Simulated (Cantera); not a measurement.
Charge: 1 mol SiHCl3, a varied amount of N2, held at 527 °C and 13300 Pa.

Equilibrium computed with Cantera from the NASA thermochemical tables; the gas is ideal and each condensed phase is pure. Candidate condensed phases: NH4Cl, Si, Si3N4; 28 gas species. N2 is the only nitrogen source here; it is nearly inert below about 1500 K, so the nitride shown seldom forms there in practice. Kinetics and transport are ignored.

log p: log10 of the partial pressure in bar; n: condensed amount in mol.

| n(N2) (mol) | log p N2 | log p HCl | log p SiCl4 | log p H2 | log p SiHCl3 | n Si3N4(s) |
|---|---|---|---|---|---|---|
| 8.1 | -0.95 | -1.99 | -2.08 | -2.67 | -5.80 | 0.142 |
| 14 | -0.92 | -2.18 | -2.30 | -2.95 | -6.11 | 0.145 |
| 20 | -0.91 | -2.31 | -2.45 | -3.14 | -6.32 | 0.147 |
| 26 | -0.90 | -2.41 | -2.57 | -3.28 | -6.48 | 0.149 |
| 32 | -0.89 | -2.49 | -2.66 | -3.40 | -6.60 | 0.150 |
| 38 | -0.89 | -2.56 | -2.73 | -3.49 | -6.71 | 0.151 |
| 44 | -0.89 | -2.62 | -2.79 | -3.58 | -6.80 | 0.152 |
| 50 | -0.89 | -2.67 | -2.85 | ___ | ___ | 0.152 |
| 56 | -0.89 | -2.71 | -2.90 | ___ | ___ | 0.153 |
| 63 | -0.89 | -2.76 | -2.95 | -3.78 | -7.02 | 0.153 |

Question: What belongs in the gaps?

Answer: 
- 56, log p H2: -3.71
- 56, log p SiHCl3: -6.94
- 50, log p H2: -3.65
- 50, log p SiHCl3: -6.87
